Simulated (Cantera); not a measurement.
Input: 1 mol CS2, 0.77 mol SO2, 0.22 mol O2, 0.74 mol H2O, held at 2825 K and 0.220 bar.

Equilibrium computed with Cantera from the NASA thermochemical tables; the gas is ideal and each condensed phase is pure. Candidate condensed phases: C, C6H6, C7H8, C8H18, H2O, H2SO4, S; 123 gas species. Kinetics and transport are ignored.

Base state: CO 0.231, SO 0.198, S2 0.131, S 0.113, H2 0.0907, SO2 0.0767, H 0.0573, H2O 0.0433 (mole fractions); condensed: gas only.

**Question.** What changes in the equilibrium state with this change: H2O from 0.74 to 0.047 mol?

**Answer.** 
| species | before | after |
|---|---|---|
| CO | 0.231 | 0.308 |
| S2 | 0.131 | 0.239 |
| SO | 0.198 | 0.197 |
| H2 | 0.0907 | 0.00366 |
| H2O | 0.0433 | 0.00129 |
| H | 0.0573 | 0.0115 |
| SH | 0.0283 | 0.00768 |
| SO2 | 0.0767 | 0.0562 |
| S | 0.113 | 0.153 |
| CO2 | 0.0157 | 0.0154 |
| H2S | 0.00186 | 0.000101 |
| OH | 0.00786 | 0.00116 |
